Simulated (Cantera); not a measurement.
A perfectly stirred reactor is fed with 28.6 % CH₄, 71.4 % CO₂, at 0.440 bar; it is held at 1973 K, and followed from long to short residence time.

Model: GRI-Mech 3.0 (53 species, 325 reactions), integrated in Cantera.

One state of this run: x CH₄ = 0.0447; x CO₂ = 0.349; x C₂H = 4.34e-6; x CH₂O = 0.000112; x HO₂ = 8.85e-11; x C₂H₆ = 5.74e-5. x: mole fraction; the columns are a selection and need not sum to one.

Q: Which value of τ (s) does it belong to?
A. 0.0033
B. 0.012
C. 1.9
D. 6.7

A: A, 0.0033
